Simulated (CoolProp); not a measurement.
Vapour-liquid equilibrium of R134a (1) + R141b (2) at 269.1 K; x and y are mole fractions of (1).

Values from CoolProp's multi-fluid Helmholtz-energy mixture model, Tillner-Roth 1994 and Lemmon 2006; pair parameters Bell 2016.

| x | bubble pressure (MPa) | y at the bubble point | dew pressure at overall composition x (MPa) | liquid density (mol/L) |
|---|---|---|---|---|
| 0.05 | 0.04257 | 0.474 | 0.02446 | 11.10 |
| 0.125 | 0.06958 | 0.698 | 0.02645 | 11.22 |
| 0.2 | (withheld) | (withheld) | 0.02879 | 11.34 |
| 0.275 | 0.1156 | 0.842 | 0.03159 | 11.47 |
| 0.35 | 0.1346 | 0.874 | 0.03499 | 11.59 |
| 0.425 | 0.1513 | 0.896 | 0.03920 | 11.72 |
| 0.5 | 0.1660 | 0.913 | 0.04455 | 11.85 |
| 0.575 | 0.1793 | 0.927 | 0.05159 | 11.98 |
| 0.65 | (withheld) | 0.939 | (withheld) | 12.11 |
| 0.725 | 0.2036 | 0.950 | 0.07522 | 12.25 |
| 0.8 | 0.2156 | 0.962 | 0.09720 | 12.39 |
| 0.875 | 0.2283 | 0.974 | 0.1356 | 12.54 |
| 0.95 | 0.2421 | 0.989 | 0.2036 | 12.71 |

Q: Fill in the missing entries.

A: 
- 0.2, bubble pressure (MPa): 0.09397
- 0.2, y at the bubble point: 0.791
- 0.65, bubble pressure (MPa): 0.1916
- 0.65, dew pressure at overall composition x (MPa): 0.06123

No azeotrope shows between x = 0.05 and 0.95.

The pair parameters rest on a limited set of measurements; away from them the model extrapolates.
